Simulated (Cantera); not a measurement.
A closed system holds: 1 mol SiHCl₃, 0.044 mol Cl₂, 180 mol N₂, at 1427 °C and 10000 Pa.

Cantera equilibrium calculation (NASA polynomials, part measured and part estimated; ideal gas, pure solids and liquids). Candidate condensed phases: NH₄Cl, Si, Si₃N₄; 28 gas species. The tables' values for SiCl₃ are old estimates; treat these amounts as uncertain. Equilibrium is a limit: real reactors are often held back by kinetics, nucleation or transport.

Base state: N₂ 0.989, HCl 0.00515, SiCl₂ 0.00490, SiCl₃ 0.000493, H₂ 0.000170, Cl 0.000143, SiCl₄ 9.75e-5 (mole fractions); condensed: gas only.

Problem. What changes in the equilibrium state with this change: SiHCl₃ replaced by SiH₂Cl₂?

Solution. 
```csv
species,before,after
N₂,0.989,0.989
HCl,0.00515,0.00569
SiCl₂,0.00490,0.00275
H₂,0.000170,0.00265
SiCl₄,9.75e-5,4.30e-6
SiCl₃,0.000493,7.75e-5
"Si₃N₄(s), mol",0,0.161
```
